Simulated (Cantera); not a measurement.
Input: 1 mol SiO2, 13 mol H2, 1.8 mol H2O, held at 0.0250 bar.

Method: chemical equilibrium by Gibbs-energy minimisation in Cantera with the NASA 1993 tables (ideal gas, pure condensed phases). Candidate condensed phases: H2O, Si, SiO2; 18 gas species. The tables hold silica as quartz up to 1696 K and as liquid above; real silica turns to tridymite and cristobalite and melts near 1996 K. Kinetics and transport are ignored.

What share of the Si ends up in condensed phases as a function of T (K), at 1300, 1375, 1450, 1525, 1600, 1675, 1750, 1825, 1900, 1975, 2050?


| T (K) | Si condensed (%) | as |
|---|---|---|
| 1300 | 100.0 | SiO2(β-quartz) |
| 1375 | 100.0 | SiO2(β-quartz) |
| 1450 | 100.0 | SiO2(β-quartz) |
| 1525 | 100.0 | SiO2(β-quartz) |
| 1600 | 100.0 | SiO2(β-quartz) |
| 1675 | 99.9 | SiO2(β-quartz) |
| 1750 | 99.7 | SiO2(condensed) |
| 1825 | 98.5 | SiO2(condensed) |
| 1900 | 94.3 | SiO2(condensed) |
| 1975 | 81.2 | SiO2(condensed) |
| 2050 | 48.9 | SiO2(l) |
